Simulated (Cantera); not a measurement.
A freely propagating, adiabatic, planar premixed flame of CH4 : O2 : N2 = 1 : 3.03 : 11.4 (molar parts), unburnt at 475 K and 1000000 Pa; mixture-averaged transport, grid criteria slope 0.08 and curve 0.16, no radiation.

Model: GRI-Mech 3.0 (53 species, 325 reactions), integrated in Cantera. Burning velocities carry a grid error of a few per cent, more on coarse grids.

x: mole fraction of selected species; z is measured from the peak of heat release.

```
z (mm)   T (K)  u (m/s)       x CH4    x O2  x C2H    x NO2        x OH      x H2O2
-------  -----  -------  ----------  ------  -----  -------  ----------  ----------
-0.445     477    0.133      0.0647   0.196  <1e-8    <1e-8       <1e-8     1.67e-7
-0.296     488    0.136      0.0640   0.195  <1e-8    <1e-8       <1e-8     1.31e-6
-0.222     525    0.147      0.0619   0.193  <1e-8  4.79e-8       <1e-8     5.32e-6
-0.148     663    0.186      0.0546   0.182  <1e-8  2.25e-7       <1e-8     2.10e-5
-0.0741   1068    0.301      0.0335   0.146  <1e-8  6.02e-7     9.91e-7     5.42e-5
-0.0370   1397    0.395      0.0163   0.114  <1e-8  3.96e-7     2.67e-5     2.38e-5
0         1716    0.484     0.00205  0.0817  <1e-8  6.84e-8    0.000644     2.95e-6
0.0370    1838    0.516  (withheld)  0.0703  <1e-8  3.52e-8  (withheld)  (withheld)
0.0741    1875    0.525     2.80e-7  0.0681  <1e-8  3.74e-8     0.00157     5.64e-7
0.148     1897    0.530       <1e-8  0.0671  <1e-8  3.04e-8     0.00102     2.82e-7
0.296     1904    0.532       <1e-8  0.0669  <1e-8  2.05e-8  (withheld)  (withheld)
0.593     1905    0.532       <1e-8  0.0669  <1e-8  1.97e-8    0.000607     1.42e-7
1.19      1905    0.532       <1e-8  0.0669  <1e-8  2.26e-8    0.000605     1.41e-7
```

**Question.** Complete the blanks.

**Answer.** 
- 0.0370, x CH4: 2.42e-5
- 0.0370, x OH: 0.00181
- 0.0370, x H2O2: 8.98e-7
- 0.296, x OH: 0.000672
- 0.296, x H2O2: 1.60e-7
